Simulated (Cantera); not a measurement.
Input: 1 mol Hg, a varied amount of H₂, 0.83 mol N₂, 0.26 mol O₂, equilibrated at 2.40 bar.

Cantera equilibrium calculation (NASA polynomials, part measured and part estimated; ideal gas, pure solids and liquids). Candidate condensed phases: H₂O, Hg, HgO; 25 gas species. Kinetics and transport are ignored.

What condenses at these points (T in °C, n(H₂) in mol): (227, 0.2); (577, 1); (327, 2); (277, 0.8); (377, 2.5); (377, 0.4); (577, 2.5)?


| T (°C) | n(H₂) in mol | condensed phases | Hg condensed (%) |
|---|---|---|---|
| 227 | 0.2 | Hg + HgO | 97.7 |
| 577 | 1 | gas only | 0.0 |
| 327 | 2 | Hg | 13.3 |
| 277 | 0.8 | Hg | 85.9 |
| 377 | 2.5 | gas only | 0.0 |
| 377 | 0.4 | HgO | 11.9 |
| 577 | 2.5 | gas only | 0.0 |
